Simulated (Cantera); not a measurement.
A Cantera script and its output.

```python
import numpy as np
import cantera as ct

gas = ct.Solution("gri30.yaml", transport_model="mixture-averaged")
show = ['CH4', 'H2O', 'H2']

rows = []
print(f"{'T/K':>7s}{'rho':>11s}{'cp':>10s}{'mu':>11s}{'lambda':>11s}{'Pr':>7s}" + "".join(f"{'D_' + s:>11s}" for s in show))
for T in [400, 600, 800, 1000, 1200, 1400]:
    gas.TPX = T, 11000, {'NO': 0.46}
    Pr = gas.cp_mass * gas.viscosity / gas.thermal_conductivity
    D = [gas.mix_diff_coeffs_mole[gas.species_index(s)] for s in show]
    rows.append([gas.density, gas.cp_mass, gas.viscosity, gas.thermal_conductivity, Pr, *D])
    print(f"{T:7g}{gas.density:11.4e}{gas.cp_mass:10.1f}{gas.viscosity:11.4e}"
          f"{gas.thermal_conductivity:11.4e}{Pr:7.3f}" + "".join(f"{d:11.4e}" for d in D))
print("SI units: kg/m3, J/kg/K, Pa s, W/m/K, m2/s")
```

Result:

```
    T/K        rho        cp         mu     lambda     Pr      D_CH4      D_H2O       D_H2
    400 9.9245e-02     998.6 2.3120e-05 3.2415e-02  0.712 3.3969e-04 3.6009e-04 1.1661e-03
    600 6.6163e-02    1040.9 3.0618e-05 4.5123e-02  0.706 6.8360e-04 7.6521e-04 2.3005e-03
    800 4.9622e-02    1092.2 3.7097e-05 5.7252e-02  0.708 1.1126e-03 1.2813e-03 3.7132e-03
   1000 3.9698e-02    1132.7 4.2948e-05 6.8643e-02  0.709 1.6180e-03 1.8941e-03 5.3773e-03
   1200 3.3082e-02    1159.2 4.8363e-05 7.9343e-02  0.707 2.1939e-03 2.5944e-03 7.2741e-03
   1400 2.8356e-02    1181.0 5.3449e-05 8.9432e-02  0.706 2.8357e-03 3.3756e-03 9.3895e-03
SI units: kg/m3, J/kg/K, Pa s, W/m/K, m2/s
```

Cantera simulation using GRI-Mech 3.0 (53 species, 325 reactions); the numbers are that mechanism's predictions, not measurements. The composition is frozen, though it would react at the higher temperatures.
